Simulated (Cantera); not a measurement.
A freely propagating, adiabatic, planar premixed flame of CH₄ : O₂ : N₂ = 1 : 2.15 : 6.02 (molar parts), equivalence ratio 0.93, unburnt at 423 K and 60000 Pa; mixture-averaged transport, grid criteria slope 0.08 and curve 0.16, no radiation.

Model: GRI-Mech 3.0 (53 species, 325 reactions), integrated in Cantera. Burning velocities carry a grid error of a few per cent, more on coarse grids.

Q: How do the results move with these cheaper or finer settings: unity-Lewis-number transport; multicomponent transport; multicomponent+Soret transport; grid criteria slope 0.5, curve 1; grid criteria slope 0.25, curve 0.5; grid criteria slope 0.03, curve 0.06?

A: 
```tsv
setting	laminar burning velocity	thermal thickness	peak x(CO)	peak x(H₂O₂)	grid points
as above	116 cm/s	0.438 mm	0.0623	1.28e-5	160
unity-Lewis-number transport	84.9 cm/s	0.491 mm	0.0559	5.72e-6	154
multicomponent transport	116 cm/s	0.445 mm	0.0624	1.25e-5	160
multicomponent+Soret transport	114 cm/s	0.444 mm	0.0621	1.23e-5	160
grid criteria slope 0.5, curve 1	124 cm/s	0.495 mm	0.0619	1.30e-5	42
grid criteria slope 0.25, curve 0.5	119 cm/s	0.458 mm	0.0620	1.32e-5	61
grid criteria slope 0.03, curve 0.06	114 cm/s	0.434 mm	0.0622	1.28e-5	365
```
The base run took roughly 6 core-seconds.
Unity Lewis numbers drop preferential diffusion, which matters most where H2 and H carry the flame; Soret adds thermal diffusion.
